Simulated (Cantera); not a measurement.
## Thermodynamics of silicon epitaxy and polysilicon growth, feed Si3H8 + H2

A closed system holds: 1 mol Si3H8, 9.3 mol H2, equilibrated at 1700 K and 0.00180 bar.

Cantera equilibrium calculation (NASA polynomials, part measured and part estimated; ideal gas, pure solids and liquids). Candidate condensed phases: Si; 9 gas species. The feed counts by its element totals alone. Gases not in the tables: Si2H6 and higher silanes. Kinetics and transport are ignored.

```json
{
  "x(H2)": "0.996",
  "x(H)": "0.00347",
  "x(Si)": "0.000377",
  "x(SiH)": "2.47e-5",
  "x(SiH2)": "1.41e-5",
  "x(Si2)": "1.65e-6",
  "n(Si(l))": "2.99 mol",
  "gas_amount": "13.33 mol"
}
```
